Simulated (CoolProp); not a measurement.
Properties of isobutane along the isobar 1.09 MPa.

Computed with CoolProp (reference Helmholtz-energy equation of state, Bücker 2006).

| T (°C) | phase | cv (kJ/(kg K)) | viscosity (µPa s) |
|---|---|---|---|
| 47.45 | liquid | 1.776 | 121 |
| 53.85 | liquid | 1.803 | 113 |
| 60.35 | liquid | 1.832 | 106 |
| 66.85 | liquid | 1.862 | 98.6 |
| 73.25 | gas | 1.842 | 9.01 |
| 79.75 | gas | 1.862 | 9.14 |
| 86.15 | gas | 1.884 | 9.27 |
| 92.65 | gas | 1.907 | 9.41 |
| 99.15 | gas | 1.932 | 9.55 |

Viscosity comes from a separate model (Vogel 2000).
